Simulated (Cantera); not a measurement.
## Adiabatic ignition

An adiabatic, constant-volume homogeneous reactor starts with CH4 : O2 : N2 : H2O = 1 : 3.45 : 20.7 : 2.3 (molar parts), equivalence ratio 0.58, at 1425 K and 500000 Pa.

Model: GRI-Mech 3.0 (53 species, 325 reactions), integrated in Cantera.

```tsv
t (s)	T (K)	P (bar)	x CH4	x O2	x H2O	x CH2	x NO	x N2O	x CH2O
4.00e-6	1425	5.00	0.0364	0.126	0.0838	<1e-12	<1e-12	<1e-12	6.65e-9
1.86e-5	1425	5.00	0.0364	0.126	0.0838	<1e-12	<1e-12	6.94e-12	1.82e-7
8.62e-5	1425	5.00	0.0364	0.126	0.0838	2.03e-11	<1e-12	1.04e-10	7.42e-6
0.000400	1428	5.01	0.0359	0.125	0.0842	4.34e-10	<1e-12	1.64e-9	0.000208
0.00186	2340	8.23	<1e-12	0.0519	0.153	<1e-12	0.000334	1.22e-6	1.64e-12
0.00862	2335	8.21	<1e-12	0.0509	0.154	<1e-12	0.00243	1.20e-6	1.58e-12
0.0400	2324	8.17	<1e-12	0.0488	0.154	<1e-12	0.00668	1.19e-6	1.46e-12
0.186	2322	8.16	<1e-12	0.0483	0.154	<1e-12	0.00770	1.19e-6	1.43e-12
0.862	2322	8.16	<1e-12	0.0483	0.154	<1e-12	0.00770	1.19e-6	1.43e-12
4.00	2322	8.16	<1e-12	0.0483	0.154	<1e-12	0.00770	1.19e-6	1.43e-12
```
x: mole fraction; the columns are a selection and need not sum to one.

time of steepest temperature rise: 0.975 ms
temperature at 4.00 s: 2322 K
equilibrium temperature: 2322 K
x(CH4) at 4.00 s: <1e-12 (gas-phase equilibrium <1e-12)
x(O2) at 4.00 s: 0.0483 (gas-phase equilibrium 0.0483)
x(H2O) at 4.00 s: 0.154 (gas-phase equilibrium 0.154)
